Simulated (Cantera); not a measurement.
## Equilibrium for hydrogen reduction and annealing atmospheres: CuO + H2 + H2O

Input: 1 mol CuO, 23 mol H2, 0.056 mol H2O, at 19.0 Pa.

Cantera equilibrium calculation (NASA polynomials, part measured and part estimated; ideal gas, pure solids and liquids). Candidate condensed phases: Cu, CuO, Cu(OH)2, Cu2O, H2O; 12 gas species. Kinetics and transport are ignored.

```
T (K)  log p H2  log p H  log p H2O  log p Cu  log p OH  n Cu(s)  n Cu(l)
-----  --------  -------  ---------  --------  --------  -------  -------
800       -3.74   -13.41      -5.06    -15.17      <-15     1.00        0
900       -3.74   -11.80      -5.06    -12.74      <-15     1.00        0
1000      -3.74   -10.51      -5.06    -10.81    -14.49    1.000        0
1100      -3.74    -9.46      -5.06     -9.23    -13.13    1.000        0
1200      -3.74    -8.58      -5.06     -7.91    -11.99    0.999        0
1300      -3.74    -7.83      -5.06     -6.80    -11.03    0.981        0
1400      -3.74    -7.19      -5.06     -5.87    -10.21        0    0.835
1500      -3.76    -6.63      -5.08     -5.10     -9.50        0        0
1600      -3.76    -6.15      -5.08     -5.10     -8.87        0        0
1700      -3.76    -5.71      -5.08     -5.10     -8.32        0        0
1800      -3.77    -5.33      -5.08     -5.11     -7.83        0        0
1900      -3.79    -4.99      -5.09     -5.11     -7.39        0        0
2000      -3.81    -4.69      -5.11     -5.13     -6.99        0        0
2100      -3.86    -4.44      -5.14     -5.15     -6.64        0        0
```
log p: log10 of the partial pressure in bar; n: condensed amount in mol.

From 800 K to 1300 K the condensed part is Cu(s). At 1400 K the condensed part is Cu(l). From 1500 K to 2100 K nothing is condensed.
